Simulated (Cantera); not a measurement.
A closed system holds: 1 mol SiH4, 0.011 mol C2H2, 1600 mol H2, equilibrated at 1850 K and 13.0 mbar.

Method: chemical equilibrium by Gibbs-energy minimisation in Cantera with the NASA 1993 tables (ideal gas, pure condensed phases). Candidate condensed phases: C, C6H6, C7H8, C8H18, Si, SiC; 87 gas species. Gases not in the tables: Si2H6 and higher silanes. Kinetics and transport are ignored.

Base state: H2 0.995, H 0.00471, Si 0.000496, SiH 5.59e-5, SiH2 4.19e-5 (mole fractions); condensed: SiC(s).

**Question.** What changes in the equilibrium state with this change: temperature from 1850 K to 2125 K?

**Answer.** 
| species | before | after |
|---|---|---|
| H2 | 0.995 | 0.968 |
| H | 0.00471 | 0.0313 |
| Si | 0.000496 | 0.000570 |
| SiH2 | 4.19e-5 | 8.56e-6 |
| SiH | 5.59e-5 | 3.29e-5 |
| SiC(s), mol | 0.00982 | 0 |

**Question.** What changes in the equilibrium state with this change: SiH4 replaced by SiH2Cl2?

**Answer.** 
| species | before | after |
|---|---|---|
| H2 | 0.995 | 0.993 |
| H | 0.00471 | 0.00471 |
| HCl | 0 | 0.00123 |
| Si | 0.000496 | 0.000489 |
| SiH2 | 4.19e-5 | 4.13e-5 |
| SiH | 5.59e-5 | 5.51e-5 |
| SiC(s), mol | 0.00982 | 0.00995 |
